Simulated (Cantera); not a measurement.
What does this Cantera script print?

```python
import numpy as np
import cantera as ct

gas = ct.Solution("gri30.yaml")
gas.TPX = 1300, 500000, {'CO': 1, 'H2': 0.14, 'CH4': 0.5, 'O2': 2.24, 'N2': 8.43}
reactor = ct.IdealGasConstPressureReactor(gas, energy="on", clone=False)
net = ct.ReactorNet([reactor])
net.rtol, net.atol = 1e-08, 1e-16
show = ['CO', 'H2', 'CH4', 'NO', 'HO2', 'CO2']
times = np.geomspace(8e-06, 2, 14)

steps = ct.SolutionArray(gas, extra=["t"])
rows = []
print(f"{'t/s':>10s}{'T/K':>9s}{'P/Pa':>11s}" + "".join(f"{s:>11s}" for s in show))
for t in times:
    while net.time < t:
        t_next = net.step()
        steps.append(gas.state, t=t_next)
    rows.append([np.interp(t, steps.t, y) for y in (steps.T, steps.P, *steps(*show).X.T)])
    print(f"{t:10.3e}{rows[-1][0]:9.1f}{rows[-1][1]:11.4g}" + "".join(f"{x:11.3e}" for x in rows[-1][2:]))
rate = np.gradient(steps.T, steps.t)
print("integrator steps:", len(steps.t))
if steps.T.max() > steps.T[0] + 200:
    print(f"time of steepest temperature rise: {steps.t[rate.argmax()]:.4e} s")
gas.TPX = 1300, 500000, {'CO': 1, 'H2': 0.14, 'CH4': 0.5, 'O2': 2.24, 'N2': 8.43}
gas.equilibrate("HP")
print(f"equilibrium (HP): T = {gas.T:.1f} K  " + "  ".join(f"{s} {gas[s].X[0]:.3e}" for s in show))
```

Result:

```
       t/s      T/K       P/Pa         CO         H2        CH4         NO        HO2        CO2
 8.000e-06   1300.0      5e+05  8.123e-02  1.137e-02  4.062e-02  8.498e-17  1.304e-07  2.082e-07
 2.081e-05   1300.0      5e+05  8.123e-02  1.137e-02  4.062e-02  3.885e-16  3.602e-07  8.026e-07
 5.414e-05   1300.1      5e+05  8.123e-02  1.137e-02  4.060e-02  5.277e-15  1.667e-06  5.290e-06
 1.409e-04   1303.0      5e+05  8.115e-02  1.126e-02  4.018e-02  1.015e-12  1.290e-05  1.114e-04
 3.664e-04   1491.8      5e+05  8.568e-02  1.348e-02  2.319e-02  9.659e-10  2.852e-04  5.018e-03
 9.533e-04   2628.1      5e+05  1.452e-02  1.767e-03  3.507e-17  3.366e-03  1.069e-05  1.116e-01
 2.480e-03   2619.9      5e+05  1.431e-02  1.748e-03  3.440e-17  8.984e-03  1.012e-05  1.119e-01
 6.452e-03   2614.0      5e+05  1.417e-02  1.736e-03  3.391e-17  1.291e-02  9.737e-06  1.120e-01
 1.678e-02   2613.3      5e+05  1.416e-02  1.735e-03  3.385e-17  1.339e-02  9.689e-06  1.121e-01
 4.366e-02   2613.3      5e+05  1.416e-02  1.735e-03  3.385e-17  1.339e-02  9.689e-06  1.121e-01
 1.136e-01   2613.3      5e+05  1.416e-02  1.735e-03  3.385e-17  1.339e-02  9.689e-06  1.121e-01
 2.955e-01   2613.3      5e+05  1.416e-02  1.735e-03  3.385e-17  1.339e-02  9.689e-06  1.121e-01
 7.688e-01   2613.3      5e+05  1.416e-02  1.735e-03  3.385e-17  1.339e-02  9.689e-06  1.121e-01
 2.000e+00   2613.3      5e+05  1.416e-02  1.735e-03  3.385e-17  1.339e-02  9.689e-06  1.121e-01
integrator steps: 1856
time of steepest temperature rise: 3.8043e-04 s
equilibrium (HP): T = 2613.3 K  CO 1.416e-02  H2 1.735e-03  CH4 4.780e-17  NO 1.339e-02  HO2 9.689e-06  CO2 1.121e-01
```

Computed with Cantera and GRI-Mech 3.0 (53 species, 325 reactions).
